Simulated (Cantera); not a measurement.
Mixture: CO : H₂ : O₂ : N₂ = 1 : 0.15 : 0.338 : 1.29 (molar parts), equivalence ratio 1.7, at 668 Torr, adiabatic and at constant pressure. Ignition delay is the time to a rise of 400 K.

Model: GRI-Mech 3.0 (53 species, 325 reactions), integrated in Cantera. Where the delays flatten at high temperature, the 400 K rule measures the pace of heat release, not the induction time.

**Question.** What does this change do: H2 0.15 to 0.074 parts?

**Answer.** 
```json
[
 {"quantity": "delay at 1150 K", "before": "0.134 ms", "after": "0.177 ms"},
 {"quantity": "delay at 1250 K", "before": "88.5 µs", "after": "0.119 ms"},
 {"quantity": "delay at 1350 K", "before": "67.9 µs", "after": "93.2 µs"},
 {"quantity": "delay at 1450 K", "before": "58.4 µs", "after": "81.4 µs"}
]
```

**Question.** What does this change do: H2 0.15 to 0.3 parts?

**Answer.** 
```json
[
 {"quantity": "delay at 1150 K", "before": "0.134 ms", "after": "0.109 ms"},
 {"quantity": "delay at 1250 K", "before": "88.5 µs", "after": "69.6 µs"},
 {"quantity": "delay at 1350 K", "before": "67.9 µs", "after": "51.8 µs"},
 {"quantity": "delay at 1450 K", "before": "58.4 µs", "after": "43.3 µs"}
]
```
